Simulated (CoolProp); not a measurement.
Properties of R152A along the isobar 2.1 MPa (Tc = 113.3 °C, pc = 4.517 MPa, ω = 0.275).

The numbers come from the reference Helmholtz-energy equation of state, Outcalt 1996 in CoolProp. It is a modified Benedict-Webb-Rubin equation, recast in Helmholtz form.

```csv
T (°C),phase,cp (kJ/(kg K)),isothermal compressibility (1/MPa),expansivity (1/kK),viscosity (µPa s)
16.95,liquid,1.748,0.003388,2.594,182
33.05,liquid,1.823,0.004608,2.991,151
49.25,liquid,1.927,0.006722,3.614,124
65.35,liquid,2.092,0.01103,4.739,101
81.55,gas,1.782,0.7479,9.086,14.0
97.65,gas,1.603,0.6553,6.585,14.4
113.85,gas,1.526,0.6075,5.295,14.9
129.95,gas,1.493,0.5782,4.500,15.4
146.15,gas,1.481,0.5581,3.949,15.9
162.25,gas,1.482,0.5436,3.546,16.4
178.45,gas,1.491,0.5324,3.233,16.9
194.55,gas,1.505,0.5237,2.984,17.5
210.75,gas,1.522,0.5167,2.778,18.0
226.85,gas,1.542,0.5109,2.606,18.5
```

Viscosity comes from a separate model (Bell 2016), an estimate that may be off by 10 % or more.
